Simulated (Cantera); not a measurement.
An isothermal, constant-pressure homogeneous reactor starts with CH4 : N2 = 1 : 170 (molar parts), at 1975 K and 670 Pa. Integrator tolerance rtol = 1e-08.

Model: GRI-Mech 3.0 (53 species, 325 reactions), integrated in Cantera. GRI-Mech 3.0 stops at C3 and has no aromatics, soot or wall deposition, so with more carbon than oxygen in the feed, carbon stays in small species such as C2H2 where larger ones or solid carbon would form. Radical loss at walls, strong at low pressure, is not modelled.

Problem. What does this change do: N2 170 to 57 parts?

Solution. 
```json
[
 {"quantity": "x(CH4) at 3.00 s", "before": "3.37e-7 (gas-phase equilibrium 7.09e-10)", "after": "7.47e-7 (gas-phase equilibrium 1.06e-8)"},
 {"quantity": "x(C2H2) at 3.00 s", "before": "0.00283 (gas-phase equilibrium 7.04e-5)", "after": "0.00838 (gas-phase equilibrium 0.000565)"},
 {"quantity": "x(H2) at 3.00 s", "before": "0.00856 (gas-phase equilibrium 0.00797)", "after": "0.0250 (gas-phase equilibrium 0.0241)"},
 {"quantity": "x(H) at 3.00 s", "before": "0.000306 (gas-phase equilibrium 0.00150)", "after": "0.000834 (gas-phase equilibrium 0.00261)"},
 {"quantity": "x(CH2) at 3.00 s", "before": "1.10e-8 (gas-phase equilibrium 6.36e-10)", "after": "2.08e-8 (gas-phase equilibrium 3.13e-9)"},
 {"quantity": "x(C2H) at 3.00 s", "before": "1.73e-6 (gas-phase equilibrium 2.28e-7)", "after": "4.79e-6 (gas-phase equilibrium 1.05e-6)"}
]
```

Problem. What does this change do: N2 170 to 18 parts?

Solution. 
| quantity | before | after |
|---|---|---|
| x(CH4) at 3.00 s | 3.37e-7 (gas-phase equilibrium 7.09e-10) | 1.03e-6 (gas-phase equilibrium 1.51e-7) |
| x(C2H2) at 3.00 s | 0.00283 (gas-phase equilibrium 7.04e-5) | 0.0249 (gas-phase equilibrium 0.00424) |
| x(H2) at 3.00 s | 0.00856 (gas-phase equilibrium 0.00797) | 0.0736 (gas-phase equilibrium 0.0726) |
| x(H) at 3.00 s | 0.000306 (gas-phase equilibrium 0.00150) | 0.00258 (gas-phase equilibrium 0.00454) |
| x(CH2) at 3.00 s | 1.10e-8 (gas-phase equilibrium 6.36e-10) | 3.18e-8 (gas-phase equilibrium 1.49e-8) |
| x(C2H) at 3.00 s | 1.73e-6 (gas-phase equilibrium 2.28e-7) | 1.49e-5 (gas-phase equilibrium 4.54e-6) |

Problem. What does this change do: 0.34 parts H2O added?

Solution. 
```
quantity                                             before                                     after
-----------------  ----------------------------------------  ----------------------------------------
x(CH4) at 3.00 s   3.37e-7 (gas-phase equilibrium 7.09e-10)  2.61e-5 (gas-phase equilibrium 7.39e-10)
x(C2H2) at 3.00 s   0.00283 (gas-phase equilibrium 7.04e-5)   0.00227 (gas-phase equilibrium 3.11e-5)
x(H2) at 3.00 s     0.00856 (gas-phase equilibrium 0.00797)    0.00987 (gas-phase equilibrium 0.0108)
x(H) at 3.00 s     0.000306 (gas-phase equilibrium 0.00150)  0.000294 (gas-phase equilibrium 0.00175)
x(CH2) at 3.00 s   1.10e-8 (gas-phase equilibrium 6.36e-10)  6.37e-7 (gas-phase equilibrium 4.90e-10)
x(C2H) at 3.00 s    1.73e-6 (gas-phase equilibrium 2.28e-7)   1.16e-6 (gas-phase equilibrium 8.64e-8)
```
